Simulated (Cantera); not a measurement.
Input (Python, Cantera) and output of one run.

```python
import numpy as np
import cantera as ct

gas_names = [...]  # 109 gases of nasa_gas.yaml made of C, Cl, H, Si
cond_names = """
    C(gr) C6H6(L) C7H8(L) C8H18(L),n-octa Si(cr) Si(L) SiC(b)
""".split()


# ... load() reads the species with a 1 bar reference pressure and builds the phases ...
atoms = {
    '(CH3)2SiCl2': {'C': 2, 'H': 6, 'Si': 1, 'CL': 2},
    'H2': {'H': 2},
}
top_T = {'C(gr)': 4500, 'SiC(b)': 3050}  # K; cautious upper limits of use, not melting points


# ... equilibrate(T, P, feed) seeds the gas with the atoms and calls Mixture.equilibrate('TP', solver="vcs", rtol=1e-11, max_steps=5000) ...
results = []
feed = {'(CH3)2SiCl2': 1, 'H2': 9.9}  # mol
P = 88000  # Pa
for T in [1873, 1923, 1973, 2023, 2073, 2123, 2173, 2223, 2273]:
    mix = equilibrate(T, P, feed)
    results.append((T, P, feed, dict(zip(mix.species_names, mix.species_moles))))
    x = sorted(zip(gas.X, gas.species_names), reverse=True)
    print(f"T = {T:g} K  P = {P:g} Pa  gas = {mix.phase_moles(0):.4g} mol")
    print("   x: " + "  ".join(f"{s} {v:.3e}" for v, s in x if v > 1e-06))
    print("   condensed (mol): " + ("  ".join(f"{mix.phase(i).name} {mix.phase_moles(i):.4g}"
          for i in range(1, mix.n_phases) if mix.phase_moles(i) > 1e-12) or "none"))
```

Output:

```
T = 1873 K  P = 88000 Pa  gas = 13.9 mol
   x: H2 8.572e-01  HCL 1.392e-01  SiCL2 2.102e-03  H 6.370e-04  CH4 3.942e-04  C2H2,acetylene 2.675e-04  SiCL3 1.100e-04  CL 7.835e-05  SiHCL3 1.494e-05  SiCL4 8.140e-06  CH3 5.887e-06  SiH2CL2 5.094e-06  C2H4 2.904e-06  SiCL 2.679e-06  SiH2 1.396e-06
   condensed (mol): C(gr) 1.018  SiC(b) 0.9688
T = 1923 K  P = 88000 Pa  gas = 13.9 mol
   x: H2 8.571e-01  HCL 1.386e-01  SiCL2 2.401e-03  H 9.297e-04  C2H2,acetylene 3.869e-04  CH4 3.397e-04  CL 1.131e-04  SiCL3 1.028e-04  SiHCL3 1.175e-05  CH3 7.365e-06  SiCL4 5.713e-06  SiCL 4.824e-06  SiH2CL2 4.570e-06  C2H4 3.077e-06  SiH2 2.352e-06
   condensed (mol): C(gr) 1.02  SiC(b) 0.9648
T = 1973 K  P = 88000 Pa  gas = 13.91 mol
   x: H2 8.569e-01  HCL 1.379e-01  SiCL2 2.718e-03  H 1.331e-03  C2H2,acetylene 5.489e-04  CH4 2.950e-04  CL 1.601e-04  SiCL3 9.611e-05  SiHCL3 9.348e-06  CH3 9.105e-06  SiCL 8.420e-06  SiH2CL2 4.118e-06  SiCL4 4.073e-06  SiH2 3.858e-06  C2H4 3.250e-06  Si 1.777e-06  SiH 1.116e-06
   condensed (mol): C(gr) 1.02  SiC(b) 0.9604
T = 2023 K  P = 88000 Pa  gas = 13.91 mol
   x: H2 8.566e-01  HCL 1.371e-01  SiCL2 3.053e-03  H 1.874e-03  C2H2,acetylene 7.652e-04  CH4 2.580e-04  CL 2.228e-04  SiCL3 8.999e-05  SiCL 1.428e-05  CH3 1.113e-05  SiHCL3 7.506e-06  SiH2 6.173e-06  Si 3.856e-06  SiH2CL2 3.725e-06  C2H4 3.421e-06  SiCL4 2.946e-06  SiH 2.153e-06
   condensed (mol): C(gr) 1.019  SiC(b) 0.9557
T = 2073 K  P = 88000 Pa  gas = 13.92 mol
   x: H2 8.560e-01  HCL 1.363e-01  SiCL2 3.403e-03  H 2.594e-03  C2H2,acetylene 1.049e-03  CL 3.049e-04  CH4 2.271e-04  SiCL3 8.435e-05  SiCL 2.357e-05  CH3 1.347e-05  SiH2 9.648e-06  Si 8.057e-06  SiHCL3 6.080e-06  SiH 4.021e-06  C2H4 3.591e-06  SiH2CL2 3.381e-06  SiCL4 2.159e-06
   condensed (mol): C(gr) 1.017  SiC(b) 0.9507
T = 2123 K  P = 88000 Pa  gas = 13.92 mol
   x: H2 8.551e-01  HCL 1.354e-01  SiCL2 3.766e-03  H 3.536e-03  C2H2,acetylene 1.416e-03  CL 4.109e-04  CH4 2.010e-04  SiCL3 7.913e-05  SiCL 3.796e-05  Si 1.625e-05  CH3 1.615e-05  SiH2 1.476e-05  SiH 7.287e-06  SiHCL3 4.964e-06  C2H4 3.758e-06  SiH2CL2 3.079e-06  SiCL4 1.602e-06  C2HCL 1.250e-06  SiC2 1.152e-06
   condensed (mol): C(gr) 1.012  SiC(b) 0.9452
T = 2173 K  P = 88000 Pa  gas = 13.93 mol
   x: H2 8.539e-01  HCL 1.344e-01  H 4.753e-03  SiCL2 4.141e-03  C2H2,acetylene 1.884e-03  CL 5.460e-04  CH4 1.789e-04  SiCL3 7.428e-05  SiCL 5.972e-05  Si 3.173e-05  SiH2 2.211e-05  CH3 1.917e-05  SiH 1.284e-05  SiHCL3 4.081e-06  C2H4 3.920e-06  SiH2CL2 2.811e-06  SiC2 2.749e-06  C2HCL 1.846e-06  Si2C 1.695e-06  C4H2 1.691e-06  SiCL4 1.202e-06
   condensed (mol): C(gr) 1.005  SiC(b) 0.9393
T = 2223 K  P = 88000 Pa  gas = 13.95 mol
   x: H2 8.522e-01  HCL 1.333e-01  H 6.304e-03  SiCL2 4.524e-03  C2H2,acetylene 2.473e-03  CL 7.158e-04  CH4 1.600e-04  SiCL 9.193e-05  SiCL3 6.975e-05  Si 6.009e-05  SiH2 3.251e-05  CH3 2.257e-05  SiH 2.203e-05  SiC2 6.297e-06  C2H4 4.078e-06  Si2C 3.811e-06  SiHCL3 3.377e-06  C4H2 2.927e-06  C2HCL 2.675e-06  SiH2CL2 2.572e-06
   condensed (mol): C(gr) 0.9951  SiC(b) 0.9327
T = 2273 K  P = 88000 Pa  gas = 13.96 mol
   x: H2 8.500e-01  HCL 1.321e-01  H 8.256e-03  SiCL2 4.912e-03  C2H2,acetylene 3.204e-03  CL 9.266e-04  CH4 1.436e-04  SiCL 1.387e-04  Si 1.106e-04  SiCL3 6.550e-05  SiH2 4.695e-05  SiH 3.689e-05  CH3 2.634e-05  SiC2 1.389e-05  Si2C 8.258e-06  C4H2 4.940e-06  C2H4 4.228e-06  C2HCL 3.808e-06  SiHCL3 2.811e-06  SiH2CL2 2.357e-06  C2H 1.312e-06  C2H2,vinylidene 1.069e-06
   condensed (mol): C(gr) 0.9817  SiC(b) 0.9253
```

Equilibrium computed with Cantera from the NASA thermochemical tables; the gas is ideal and each condensed phase is pure. The feed counts by its element totals alone. The tables' values for SiCl, SiCl3 are old estimates; treat these amounts as uncertain. Gases not in the tables: Si2H6 and higher silanes.
